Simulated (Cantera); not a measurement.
What does this Cantera script print?

```python
import numpy as np
import cantera as ct

gas_names = """
    CL CL2 H HCL H2 Si SiCL SiCL2 SiCL3 SiCL4 SiH SiHCL3 SiH2 SiH2CL2 SiH3 SiH3CL SiH4 Si2 Si3
""".split()
cond_names = """
    Si(cr) Si(L)
""".split()


# ... load() reads the species with a 1 bar reference pressure and builds the phases ...
atoms = {
    'Si': {'Si': 1},
    'HCl': {'H': 1, 'CL': 1},
    'H2': {'H': 2},
}
top_T = {}  # K; cautious upper limits of use, not melting points


# ... equilibrate(T, P, feed) seeds the gas with the atoms and calls Mixture.equilibrate('TP', solver="vcs", rtol=1e-11, max_steps=5000) ...
results = []
feed = {'Si': 1, 'HCl': 1.1, 'H2': 0.24}  # mol
P = 330000  # Pa
for T in [723, 773, 823, 873, 923, 973, 1023, 1073, 1123, 1173]:
    mix = equilibrate(T, P, feed)
    results.append((T, P, feed, dict(zip(mix.species_names, mix.species_moles))))

top = {s: max(r[3][s] / sum(r[3][g] for g in gas_names) for r in results) for s in gas_names}
cols = sorted((s for s in top if top[s] > 0.001), key=lambda s: -top[s])[:5]
seen = [c for c in cond_names if any(r[3].get(c, 0) > 1e-12 for r in results)]
print("log10 of partial pressures in bar; condensed amounts in mol")
print(f"{'T/K':>10s}" + "".join(f"{s[:9]:>10s}" for s in cols + seen))
for T, P, feed, n in results:
    ng = sum(n[g] for g in gas_names)
    print(f"{T:10.4g}" + "".join(f"{np.log10(max(n[s] / ng * P / 1e5, 1e-99)):10.3f}" for s in cols)
          + "".join(f"{n.get(c, 0):10.4g}" for c in seen))
```

Output:

```
log10 of partial pressures in bar; condensed amounts in mol
       T/K        H2     SiCL4    SiHCL3       HCL     SiCL3    Si(cr)
       723     0.365    -0.231    -0.425    -2.965    -4.515     0.693
       773     0.365    -0.228    -0.434    -2.630    -4.021    0.6935
       823     0.365    -0.225    -0.441    -2.337    -3.588     0.694
       873     0.365    -0.223    -0.449    -2.078    -3.205    0.6947
       923     0.365    -0.222    -0.457    -1.848    -2.865    0.6954
       973     0.364    -0.222    -0.465    -1.643    -2.562    0.6963
      1023     0.362    -0.223    -0.474    -1.459    -2.289    0.6974
      1073     0.361    -0.226    -0.484    -1.293    -2.044    0.6986
      1123     0.358    -0.231    -0.495    -1.144    -1.823       0.7
      1173     0.354    -0.240    -0.509    -1.009    -1.624    0.7013
```

Cantera equilibrium calculation (NASA polynomials, part measured and part estimated; ideal gas, pure solids and liquids). The tables' values for SiCl3 are old estimates; treat these amounts as uncertain.
